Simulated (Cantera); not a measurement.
## Thermodynamics of chlorosilane synthesis and conversion, feed SiCl4 + H2

Charge: 1 mol SiCl4, 7.5 mol H2.

Equilibrium computed with Cantera from the NASA thermochemical tables; the gas is ideal and each condensed phase is pure. Candidate condensed phases: Si; 19 gas species. The tables' values for SiCl3 are old estimates. Equilibrium is a limit: real reactors are often held back by kinetics, nucleation or transport.

Stable condensed phases:

```
T in K \ P in Pa
           10000   23000   51000  120000  260000  590000 1300000 3000000
   1550        A       A       A       A       A       A       A       A
   1450        A       A       A       A       A       A       A       A
   1350        A       A       A       A       A       A       A       A
   1250        B       B       A       A       A       A       A       A
   1150        B       A       A       A       A       A       A       A
   1050        A       A       A       A       A       A       A       A
    950        A       A       A       A       A       A       A       A
    850        A       A       A       A       A       A       A       A
    750        A       A       A       A       A       A       A       A
    650        A       A       A       A       A       A       A       A
```

A: gas only; B: Si.
